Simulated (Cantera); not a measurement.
A freely propagating, adiabatic, planar premixed flame of CH4 : CO : O2 : N2 = 1 : 0.55 : 1.75 : 4.9 (molar parts), unburnt at 448 K and 13300 Pa; mixture-averaged transport, grid criteria slope 0.08 and curve 0.16, no radiation.

Cantera simulation using GRI-Mech 3.0 (53 species, 325 reactions); the numbers are that mechanism's predictions, not measurements. Burning velocities carry a grid error of a few per cent, more on coarse grids.

**Question.** What does this change do: inlet temperature 448 to 400 K?

**Answer.** 
| quantity | before | after |
|---|---|---|
| laminar burning velocity | 156 cm/s | 132 cm/s |
| thermal thickness | 1.67 mm | 1.71 mm |
| peak x(HCO) | 0.000148 | 0.000141 |
| peak x(H2O2) | 4.95e-6 | 8.01e-6 |
| peak x(C2H2) | 0.000402 | 0.000383 |

**Question.** What does this change do: 0.42 parts H2O added?

**Answer.** 
```csv
quantity,before,after
laminar burning velocity,156 cm/s,142 cm/s
thermal thickness,1.67 mm,1.82 mm
peak x(HCO),0.000148,0.000120
peak x(H2O2),4.95e-6,5.95e-6
peak x(C2H2),0.000402,0.000386
```
